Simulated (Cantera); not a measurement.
Thermodynamics of aluminium and copper etching, feed Cu + F2 + H2

A closed system holds: 1 mol Cu, 2.5 mol F2, 0.83 mol H2, at 0.830 bar.

Equilibrium computed with Cantera from the NASA thermochemical tables; the gas is ideal and each condensed phase is pure. Candidate condensed phases: Cu, CuF2; 15 gas species. Kinetics and transport are ignored.

From 500 K to 1100 K the condensed part is CuF2(s). From 1175 K to 1400 K the condensed part is CuF2(l).

```
T (K)   x HF       x F    x F2    x CuF2    x H2F2    x H3F3     x CuF  n CuF2(s)  n CuF2(l)
-----  -----  --------  ------  --------  --------  --------  --------  ---------  ---------
500    0.712   3.24e-6   0.288    <1e-12  0.000580   4.15e-7    <1e-12       1.00          0
575    0.712   4.08e-5   0.288    <1e-12  0.000230   5.97e-8    <1e-12       1.00          0
650    0.712  0.000289   0.287    <1e-12  0.000113   1.36e-8    <1e-12       1.00          0
725    0.712   0.00137   0.287  1.13e-10   6.36e-5   4.28e-9    <1e-12       1.00          0
800    0.711   0.00487   0.284   6.50e-9   3.99e-5   1.69e-9    <1e-12       1.00          0
875    0.707    0.0138   0.279   1.81e-7   2.70e-5  7.85e-10    <1e-12       1.00          0
950    0.701    0.0330   0.266   2.90e-6   1.93e-5  4.10e-10    <1e-12      1.000          0
1025   0.688    0.0677   0.244   3.03e-5   1.42e-5  2.32e-10    <1e-12      1.000          0
1100   0.669     0.121   0.209  0.000225   1.07e-5  1.38e-10    <1e-12      0.999          0
1175   0.644     0.192   0.164  0.000908   8.10e-6  8.49e-11  1.78e-11          0      0.998
1250   0.615     0.267   0.115   0.00290   6.23e-6  5.41e-11  3.24e-10          0      0.992
1325   0.589     0.332  0.0718   0.00801   4.91e-6  3.61e-11   4.51e-9          0      0.977
1400   0.565     0.375  0.0408    0.0195   3.96e-6  2.53e-11   5.00e-8          0      0.943
```
x: gas mole fraction; n: condensed amount in mol.
